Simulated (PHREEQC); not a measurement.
PHREEQC input (ion-association model, wateq4f.dat):

```
SOLUTION_MASTER_SPECIES
  An  An-  0  An  62.0  # stands for a non-complexing anion
SOLUTION_SPECIES
  An- = An-
    -log_k 0
    -gamma 3.0 0
PHASES
  Fix_H+
    H+ = H+
    -log_k 0
SOLUTION 1
  temp 25
  units mmol/kgw
  pH 7 charge
  Na 100
  An 100
END
SELECTED_OUTPUT 1
  -reset false
  -pH true
  -pe true
  -ionic_strength true
  -water true
  -totals Na
  -molalities Hfo_wOH Hfo_wOH2+ Hfo_wO- Hfo_sOH Hfo_sOH2+ Hfo_sO-
USER_PUNCH 1
  -headings sigma psi
  10 PUNCH EDL("sigma", "Hfo"), EDL("psi", "Hfo")
PRINT
  -reset false
USE solution 1
SURFACE 1
  Hfo_wOH 0.00173034 600 0.77
  Hfo_sOH 4.32584e-05
EQUILIBRIUM_PHASES 1
  Fix_H+ -3 HAn 10
    -force_equality true
  O2(g) -0.68 10
END
# ... the last block is repeated for the other 16 points of pH, with NaOH or the acid as the point needs
```

Selected output (columns that matter, 12 of 17 rows; pH added in front):

```
pH	mu	Na	m_Hfo_wOH	m_Hfo_wOH2+	m_Hfo_wO-	m_Hfo_sOH	m_Hfo_sOH2+	m_Hfo_sO-	sigma	psi
3	0.10208	0.1	3.29e-05	0.0016974	1.4608e-08	8.2249e-07	4.2436e-05	3.652e-10	0.36338	0.15247
3.5	0.10122	0.1	9.3998e-05	0.0016362	1.2371e-07	2.3499e-06	4.0905e-05	3.0927e-09	0.35026	0.15081
4.5	0.10069	0.1	0.00044905	0.0012777	3.6156e-06	1.1226e-05	3.1942e-05	9.039e-08	0.27275	0.13818
5	0.10053	0.1	0.00070452	0.0010146	1.1207e-05	1.7613e-05	2.5365e-05	2.8017e-07	0.21481	0.1261
6	0.10027	0.1	0.0011106	0.00057018	4.9557e-05	2.7765e-05	1.4255e-05	1.2389e-06	0.11146	0.09344
6.5	0.10018	0.1	0.0012242	0.00042542	8.0703e-05	3.0605e-05	1.0636e-05	2.0176e-06	0.073799	0.073888
7.5	0.10005	0.1	0.0013179	0.0002586	0.00015386	3.2947e-05	6.465e-06	3.8464e-06	0.022424	0.029415
8	0.10001	0.1	0.0013279	0.00021024	0.00019215	3.3199e-05	5.2559e-06	4.8039e-06	0.0038714	0.0053518
9	0.1001	0.10018	0.0013042	0.00013292	0.00029318	3.2606e-05	3.3229e-06	7.3296e-06	-0.03431	-0.042487
9.5	0.10018	0.10033	0.0012574	9.6112e-05	0.00037684	3.1434e-05	2.4028e-06	9.421e-06	-0.060099	-0.064676
10.5	0.10074	0.10107	0.0010198	3.529e-05	0.00067518	2.5496e-05	8.8224e-07	1.688e-05	-0.13699	-0.10347
11	0.10177	0.10222	0.00080935	1.6593e-05	0.00090436	2.0234e-05	4.1483e-07	2.2609e-05	-0.19006	-0.1196
```

The oxide is taken as insoluble; below pH 4 it would dissolve.
